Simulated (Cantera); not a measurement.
## Diamond growth

A diamond (100) surface in a fixed gas of H2 with x(CH4) = 0.018, x(H) = 0.00067, x(CH3) = 0.00082, at 1300 K; coverages are run to steady state.

Cantera simulation using the Harris–Goodwin 1993 mechanism for the reconstructed diamond (100) surface; the numbers are that mechanism's predictions, not measurements.

| P (Pa) | growth (µm/h) | θ c6HH | θ c6H* | θ c6*H | θ c6** | θ c6HM |
|---|---|---|---|---|---|---|
| 870 | 0.233 | 0.446 | 0.0451 | 0.482 | 0.0222 | 0.000227 |
| 1300 | 0.424 | 0.446 | 0.0450 | 0.481 | 0.0218 | 0.000349 |
| 1900 | 0.722 | 0.445 | 0.0450 | 0.481 | 0.0215 | 0.000522 |
| 2700 | 1.16 | 0.445 | 0.0449 | 0.480 | 0.0213 | 0.000754 |
| 4000 | 1.92 | 0.445 | 0.0449 | 0.480 | 0.0210 | 0.00113 |
| 5900 | 3.13 | 0.444 | 0.0448 | 0.479 | 0.0208 | 0.00169 |
| 8700 | 5.11 | 0.444 | 0.0447 | 0.478 | 0.0206 | 0.00250 |
| 13000 | 8.52 | 0.443 | 0.0446 | 0.477 | 0.0205 | 0.00372 |
θ: site fractions in the mechanism's names (c6HH fully hydrogenated, c6H* and c6*H radical sites, c6** diradical, c6HM methylated).
